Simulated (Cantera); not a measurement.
Charge: 1 mol Si3N4, 0.0085 mol O2, 130 mol H2, at 133 Pa.

Method: chemical equilibrium by Gibbs-energy minimisation in Cantera with the NASA 1993 tables (ideal gas, pure condensed phases). Candidate condensed phases: H2O, Si, SiO2, Si2N2O, Si3N4; 35 gas species. Mutual solubility and eutectic melting of coexisting phases are not modelled. The tables' values for SiN are old estimates; treat these amounts as uncertain. Gases not in the tables: Si2H6 and higher silanes. Kinetics and transport are ignored.

log p: log10 of the partial pressure in bar; n: condensed amount in mol.

```tsv
T (K)	log p H2	log p H	log p N2	log p Si	n Si(s)	n Si2N2O(s)	n Si3N4(s)	n Si(l)
1248	-2.88	-7.77	-6.92	-11.11	0.00891	0.0169	0.986	0
1298	-2.88	-7.41	-6.33	-10.39	0.0604	0.0167	0.969	0
1348	-2.88	-7.07	-5.77	-9.73	0.238	0.0156	0.910	0
1398	-2.88	-6.76	-5.26	-9.11	0.793	0.0111	0.726	0
1448	-2.88	-6.48	-4.79	-8.53	2.41	0	0.190	0
1498	-2.88	-6.21	-4.69	-8.00	2.98	0	0	0
1548	-2.88	-5.95	-4.69	-7.50	2.98	0	0	0
1598	-2.88	-5.72	-4.70	-7.03	2.97	0	0	0
1648	-2.88	-5.49	-4.70	-6.59	2.95	0	0	0
1698	-2.88	-5.28	-4.70	-6.18	0	0	0	2.91
1748	-2.89	___	-4.70	___	0	0	0	2.83
1798	-2.89	-4.90	-4.70	-5.51	0	0	0	2.65
1848	-2.89	___	-4.70	___	0	0	0	___
1898	-2.90	-4.55	-4.70	-4.91	0	0	0	1.66
```

### Question
Some entries are withheld; supply them.

### Answer

- 1748, log p H: -5.08
- 1748, log p Si: -5.84
- 1848, log p H: -4.72
- 1848, log p Si: -5.20
- 1848, n Si(l): 2.31
